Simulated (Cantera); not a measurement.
Charge: 1 mol B2H6, 0.22 mol O2, 130 mol H2, at 63.0 mbar.

Method: chemical equilibrium by Gibbs-energy minimisation in Cantera with the NASA 1993 tables (ideal gas, pure condensed phases). Candidate condensed phases: B, B2O3, B3O3H3, H2O; 23 gas species. The feed counts by its element totals alone. Gases not in the tables: B2H6 and higher boranes. Kinetics and transport are ignored.

Task: What share of the B ends up in condensed phases as a function of T (°C), at 1552, 1602, 1652, 1702, 1752, 1802, 1852, 1902, 1952?

Result: 
```tsv
T (°C)	B condensed (%)	as
1552	77.0	B(s)
1602	76.5	B(s)
1652	76.0	B(s)
1702	75.2	B(s)
1752	74.3	B(s)
1802	73.1	B(s)
1852	71.7	B(s)
1902	69.8	B(s)
1952	67.5	B(s)
```
